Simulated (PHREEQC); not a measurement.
Make-up at 25 °C: 0.022 mol HF, 0.013 mol KF and 4.1e-05 mol H2SO4 per kg of water. Closed to the air; pH follows from the charge balance.

Model: ion-association model, phreeqc.dat, run in PHREEQC.

Question: The ionic strength comes out as 0.0143 mol/kgw. What activity coefficients do HF2-, KSO4-, HSO4-, SO4-2, K+ get?

Answer: HF2- 0.89, KSO4- 0.89, HSO4- 0.89, SO4-2 0.63, K+ 0.89.

No solid was allowed to form.
